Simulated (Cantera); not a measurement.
Gas mixture: H2 : N2 : NH3 = 0.79 : 0.36 : 0.35 (molar parts), at 1.40 bar, frozen composition.

Cantera's kinetic-theory transport with the Lennard-Jones parameters of GRI-Mech 3.0, ideal gas; thermal conductivity in the multicomponent form. Polar gases are described roughly by these parameters. The composition is frozen, though it would react at the higher temperatures.

One state of this run: ρ (kg/m³) = 0.220; cp (J/kg/K) = 3067; μ (µPa s) = 33.1; λ (mW/m/K) = 207; Pr = 0.491; D (cm²/s) NO = 1.68; D (cm²/s) H2O = 2.03; D (cm²/s) H2 = 3.75. D: mixture-averaged diffusion coefficient of that species in the mixture.

Which value of T (K) does it belong to?
(A) 900
(B) 1650
(C) 400
(D) 650

A, 900
